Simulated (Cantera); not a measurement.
**Catalytic stagnation flow on Pt**

A jet of H2 : O2 : N2 = 0.012 : 0.18 : 0.79 (molar parts), equivalence ratio 0.033 at 300 K and 29000 Pa hits a platinum plate 3.7 cm away at a mass flux of 0.18 kg/m²/s; the plate temperature is set and raised in steps from an oxygen-covered start.

Cantera simulation using Deutschmann's 1995 Pt surface mechanism with GRI-Mech 3.0 gas chemistry; the numbers are that mechanism's predictions, not measurements. Catalytic surfaces can have several steady states; this one follows from the mechanism file's or the stated starting coverage.

```
plate T (K)  wall x H2  wall x O2  wall x H2O  wall x OH  θ free Pt   θ O*    θ OH*
-----------  ---------  ---------  ----------  ---------  ---------  -----  -------
700            0.00181      0.172      0.0201      <1e-8     0.0231  0.975  0.00228
750            0.00140      0.172      0.0208      <1e-8     0.0322  0.966  0.00197
800           0.000927      0.171      0.0216      <1e-8     0.0527  0.945  0.00191
850           0.000608      0.171      0.0222      <1e-8     0.0854  0.913  0.00187
900           0.000421      0.171      0.0224    2.33e-8      0.128  0.870  0.00179
950           0.000316      0.171      0.0225    6.23e-8      0.179  0.819  0.00168
```
x: mole fraction at the wall; θ: surface coverage.
